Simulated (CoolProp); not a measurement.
A single-stage vapour-compression cycle with hexamethyldisiloxane (MM): evaporating at 316.15 K (dew point), condensing at 337.15 K (bubble point), superheat 5 K, subcooling 0 K, compressor efficiency 0.75, no pressure losses. Each further row changes one setting.

Values from CoolProp's reference Helmholtz-energy equation of state, Thol 2016.

| case | cooling COP | pressure ratio | discharge temperature (K) | refrigerating effect (kJ/kg) | volumetric capacity (kJ/m³) |
|---|---|---|---|---|---|
| as stated | 10.2 | 2.34 | 337.2 | 187 | 150 |
| evaporating temperature 321.15 K | 14.0 | 1.89 | 337.2 | 194 | 191 |
| condensing temperature 332.15 K | 13.8 | 1.93 | 332.1 | 197 | 158 |
| subcooling 5 K | 10.7 | 2.34 | 337.2 | 197 | 158 |
| superheat 15 K | 10.6 | 2.34 | 343.8 | 202 | 157 |
| compressor efficiency 0.65 | 8.81 | 2.34 | 337.2 | 187 | 150 |

The compression ends wet for: as stated; evaporating temperature 321.15 K; condensing temperature 332.15 K; subcooling 5 K; compressor efficiency 0.65.
